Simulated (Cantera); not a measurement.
**Equilibrium for boron, boron nitride and boron oxide: B2H6 + NH3 + H2**

Input: 1 mol B2H6, a varied amount of NH3, 19 mol H2, held at 1598 K and 10.0 mbar.

Equilibrium computed with Cantera from the NASA thermochemical tables; the gas is ideal and each condensed phase is pure. Candidate condensed phases: B, BN; 15 gas species. The feed counts by its element totals alone. Mutual solubility and eutectic melting of coexisting phases are not modelled. The tables' values for BH2 are old estimates; treat these amounts as uncertain. Kinetics and transport are ignored.

From 0.62 mol NH3 to 1.7 mol NH3 the condensed part is B(s) + BN(s). From 2.3 mol NH3 to 23 mol NH3 the condensed part is BN(s).

```tsv
n(NH3) (mol)	x H2	x N2	x H	x BH2	x BH3	x NH3	x BH	n B(s)	n BN(s)
0.62	0.999	6.34e-6	0.000532	2.56e-5	9.51e-7	1.18e-9	4.34e-9	1.38	0.620
0.86	0.999	6.34e-6	0.000532	2.56e-5	9.51e-7	1.18e-9	4.34e-9	1.14	0.860
1.2	0.999	6.34e-6	0.000532	2.56e-5	9.51e-7	1.18e-9	4.34e-9	0.800	1.20
1.7	0.999	6.34e-6	0.000532	2.56e-5	9.51e-7	1.18e-9	4.34e-9	0.300	1.70
2.3	0.994	0.00586	0.000531	8.36e-7	3.10e-8	3.56e-8	1.42e-10	0	2.00
3.2	0.978	0.0219	0.000526	4.26e-7	1.57e-8	6.71e-8	7.31e-11	0	2.00
4.5	0.958	0.0417	0.000521	3.02e-7	1.10e-8	8.98e-8	5.24e-11	0	2.00
6.2	0.937	0.0629	0.000515	2.41e-7	8.67e-9	1.07e-7	4.22e-11	0	2.00
8.7	0.912	0.0872	0.000508	1.99e-7	7.07e-9	1.21e-7	3.54e-11	0	2.00
12	0.888	0.111	0.000502	1.72e-7	6.02e-9	1.31e-7	3.09e-11	0	2.00
17	0.863	0.136	0.000495	1.51e-7	5.21e-9	1.39e-7	2.75e-11	0	2.00
23	0.843	0.157	0.000489	1.37e-7	4.69e-9	1.44e-7	2.54e-11	0	2.00
```
x: gas mole fraction; n: condensed amount in mol.
